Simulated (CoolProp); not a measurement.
Vapour-liquid equilibrium of C2F6 (R116) (1) + propylene (2) at -52.75 °C; x and y are mole fractions of (1).

Model: multi-fluid Helmholtz-energy mixture model, Lemmon 2006 and Lemmon 2013; pair parameters Bell 2016, in CoolProp.

| x | bubble pressure, mixture model (bar) | bubble pressure, Raoult's law (bar) | y, mixture model | y, Raoult's law |
|---|---|---|---|---|
| 0.05 | 1.868 | 0.9233 | 0.578 | 0.180 |
| 0.2 | 3.117 | 1.301 | 0.758 | 0.510 |
| 0.35 | 3.286 | 1.679 | 0.775 | 0.691 |
| 0.5 | 3.294 | 2.056 | 0.776 | 0.806 |
| 0.65 | 3.340 | 2.434 | 0.787 | 0.885 |
| 0.8 | 3.410 | 2.811 | 0.829 | 0.943 |
| 0.95 | 3.384 | 3.189 | 0.936 | 0.987 |

The largest gap from Raoult's law is +139.6 % in bubble pressure, at x = 0.2. y crosses x between x = 0.8 and 0.95: the model has an azeotrope there.

The pair parameters rest on a limited set of measurements; away from them the model extrapolates. With so large a gap from Raoult's law the liquid may split in two, which this calculation doesn't test in full.
